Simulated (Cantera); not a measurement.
An adiabatic, constant-volume homogeneous reactor starts with CH4 : O2 : N2 = 1 : 2.22 : 8.36 (molar parts), equivalence ratio 0.90, at 1048 K and 500000 Pa. Integrator tolerance rtol = 1e-08.

Model: GRI-Mech 3.0 (53 species, 325 reactions), integrated in Cantera.

**Question.** What does this change do: O2 2.22 to 1.7 parts?

**Answer.** 
```tsv
quantity	before	after
time of steepest temperature rise	77.7 ms	0.111 s
temperature at 5.00 s	2840 K	2750 K
equilibrium temperature	2840 K	2750 K
x(CH4) at 5.00 s	<1e-12 (gas-phase equilibrium <1e-12)	<1e-12 (gas-phase equilibrium <1e-12)
x(O2) at 5.00 s	0.0223 (gas-phase equilibrium 0.0223)	0.00147 (gas-phase equilibrium 0.00147)
x(CH2O) at 5.00 s	8.17e-10 (gas-phase equilibrium 8.17e-10)	4.29e-9 (gas-phase equilibrium 4.29e-9)
x(CO2) at 5.00 s	0.0639 (gas-phase equilibrium 0.0639)	0.0467 (gas-phase equilibrium 0.0467)
x(C2H2) at 5.00 s	<1e-12 (gas-phase equilibrium <1e-12)	<1e-12 (gas-phase equilibrium <1e-12)
x(HCN) at 5.00 s	1.91e-9 (gas-phase equilibrium 1.91e-9)	1.73e-8 (gas-phase equilibrium 1.73e-8)
x(CO) at 5.00 s	0.0207 (gas-phase equilibrium 0.0207)	0.0407 (gas-phase equilibrium 0.0407)
```

**Question.** What does this change do: N2 8.36 to 12 parts?

**Answer.** 
```csv
quantity,before,after
time of steepest temperature rise,77.7 ms,0.106 s
temperature at 5.00 s,2840 K,2607 K
equilibrium temperature,2840 K,2607 K
x(CH4) at 5.00 s,<1e-12 (gas-phase equilibrium <1e-12),<1e-12 (gas-phase equilibrium <1e-12)
x(O2) at 5.00 s,0.0223 (gas-phase equilibrium 0.0223),0.0146 (gas-phase equilibrium 0.0146)
x(CH2O) at 5.00 s,8.17e-10 (gas-phase equilibrium 8.17e-10),1.22e-10 (gas-phase equilibrium 1.22e-10)
x(CO2) at 5.00 s,0.0639 (gas-phase equilibrium 0.0639),0.0567 (gas-phase equilibrium 0.0567)
x(C2H2) at 5.00 s,<1e-12 (gas-phase equilibrium <1e-12),<1e-12 (gas-phase equilibrium <1e-12)
x(HCN) at 5.00 s,1.91e-9 (gas-phase equilibrium 1.91e-9),2.40e-10 (gas-phase equilibrium 2.40e-10)
x(CO) at 5.00 s,0.0207 (gas-phase equilibrium 0.0207),0.00847 (gas-phase equilibrium 0.00847)
```
